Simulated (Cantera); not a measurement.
Charge: 1 mol Si2H6, a varied amount of N2O, equilibrated at 1600 K and 1000 Pa.

Method: chemical equilibrium by Gibbs-energy minimisation in Cantera with the NASA 1993 tables (ideal gas, pure condensed phases). Candidate condensed phases: H2O, Si, SiO2, Si2N2O, Si3N4; 35 gas species. The feed counts by its element totals alone. The tables hold silica as quartz up to 1696 K and as liquid above; real silica turns to tridymite and cristobalite and melts near 1996 K. Kinetics and transport are ignored.

x: gas mole fraction; n: condensed amount in mol.

```json
[
 {"n(N2O) (mol)": "4.5", "x N2": "0.600", "x H2": "0.333", "x H2O": "0.0667", "x O2": "1.76e-10", "n SiO2(β-quartz)": "2.00"},
 {"n(N2O) (mol)": "5.3", "x N2": "0.638", "x H2": "?", "x H2O": "?", "x O2": "?", "n SiO2(β-quartz)": "2.00"},
 {"n(N2O) (mol)": "6.1", "x N2": "0.670", "x H2": "0.0988", "x H2O": "0.231", "x O2": "2.40e-8", "n SiO2(β-quartz)": "2.00"},
 {"n(N2O) (mol)": "7.1", "x N2": "0.699", "x H2": "0.000282", "x H2O": "0.295", "x O2": "0.00483", "n SiO2(β-quartz)": "2.00"},
 {"n(N2O) (mol)": "8.3", "x N2": "0.694", "x H2": "7.17e-5", "x H2O": "0.251", "x O2": "0.0538", "n SiO2(β-quartz)": "2.00"},
 {"n(N2O) (mol)": "9.6", "x N2": "0.690", "x H2": "4.69e-5", "x H2O": "0.215", "x O2": "0.0927", "n SiO2(β-quartz)": "2.00"},
 {"n(N2O) (mol)": "11", "x N2": "0.687", "x H2": "3.52e-5", "x H2O": "0.187", "x O2": "0.124", "n SiO2(β-quartz)": "2.00"},
 {"n(N2O) (mol)": "13", "x N2": "0.683", "x H2": "?", "x H2O": "?", "x O2": "?", "n SiO2(β-quartz)": "2.00"},
 {"n(N2O) (mol)": "15", "x N2": "0.681", "x H2": "2.12e-5", "x H2O": "0.136", "x O2": "0.181", "n SiO2(β-quartz)": "2.00"},
 {"n(N2O) (mol)": "18", "x N2": "0.678", "x H2": "1.65e-5", "x H2O": "0.113", "x O2": "0.206", "n SiO2(β-quartz)": "2.00"},
 {"n(N2O) (mol)": "20", "x N2": "0.677", "x H2": "1.44e-5", "x H2O": "0.101", "x O2": "0.219", "n SiO2(β-quartz)": "2.00"}
]
```

**Question.** What belongs in the gaps?

**Answer.** 
- 13, x H2: 2.64e-5
- 13, x H2O: 0.158
- 13, x O2: 0.157
- 5.3, x H2: 0.205
- 5.3, x H2O: 0.157
- 5.3, x O2: 2.58e-9
